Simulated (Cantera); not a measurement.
Charge: 1 mol Mg(OH)2, 0.12 mol H2, 3 mol H2O, at 180 Pa.

Cantera equilibrium calculation (NASA polynomials, part measured and part estimated; ideal gas, pure solids and liquids). Candidate condensed phases: H2O, Mg, MgO, Mg(OH)2; 15 gas species. The numbers say what is thermodynamically allowed, not how fast it happens. All values below are at 1475 °C.

Base state: H2O 0.966, H2 0.0307, OH 0.00173, H 0.000943, O2 0.000589, O 4.20e-5 (mole fractions); condensed: MgO(s).

Question: What changes in the equilibrium state with this change: H2 from 0.12 to 2.4 mol?

Answer: 
```tsv
species	before	after
H2O	0.966	0.624
H2	0.0307	0.373
H	0.000943	0.00329
Mg	4.27e-6	8.03e-5
O2	0.000589	1.66e-6
O	4.20e-5	2.23e-6
OH	0.00173	0.000321
MgO(s), mol	1.000	0.999
```
